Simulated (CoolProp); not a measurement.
Vapour-liquid equilibrium of ethylbenzene (1) + n-nonane (2) at 237.25 °C; x and y are mole fractions of (1).

Model: multi-fluid Helmholtz-energy mixture model, Zhou 2012 and Lemmon 2006; pair parameters Bell 2016, in CoolProp.

### Question
Give the bubble pressure and the first vapour's composition at x = 0.125, 0.2, 0.35. Is there an azeotrope?

### Answer
x = 0.125: 0.6740 MPa, y = 0.157; x = 0.2: 0.6935 MPa, y = 0.245; x = 0.35: 0.7304 MPa, y = 0.407. No azeotrope shows between x = 0.05 and 0.95.

The pair parameters rest on a limited set of measurements; away from them the model extrapolates.
